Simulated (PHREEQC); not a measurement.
Solution (80 °C): 0.0012 mol/kgw H2SO4 and 4.6e-05 mol/kgw HF. Closed to the air; pH follows from the charge balance.

Computed with PHREEQC (ion-association model, phreeqc.dat).

The pH comes out as 2.73. The ionic strength comes out as 0.00270 mol/kgw and the specific conductance is 1970 µS/cm. The total alkalinity is -2.45 meq/kg.

| species | molality | activity | log γ |
|---|---|---|---|
| H+ | 0.00195 | 0.00184 | -0.026 |
| SO4-2 | 0.000746 | 0.000580 | -0.109 |
| HSO4- | 0.000454 | 0.000425 | -0.028 |
| HF | 4.07e-5 | 4.07e-5 | 0.000 |
| F- | 5.31e-6 | 4.98e-6 | -0.028 |

Precipitation was switched off in this run. Complexes and solids missing from the database can't appear. At this temperature some constants are extrapolated from 25 °C, and those without enthalpy data are left unchanged.
